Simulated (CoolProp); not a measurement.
Values from CoolProp's reference Helmholtz-energy equation of state, Younglove 1994. It is a modified Benedict-Webb-Rubin equation, recast in Helmholtz form.

Problem. Give the vapour pressure (bar), enthalpy of vaporisation (kJ/kg), liquid cp (kJ/(kg K)), vapour Z of saturated R123 at 385.3, 407.2 K.

Solution. 
| T (K) | p (bar) | enthalpy of vaporisation (kJ/kg) | liquid cp (kJ/(kg K)) | vapour Z |
|---|---|---|---|---|
| 385.3 | 10.2 | 126 | 1.18 | 0.789 |
| 407.2 | 15.7 | 109 | 1.28 | 0.712 |
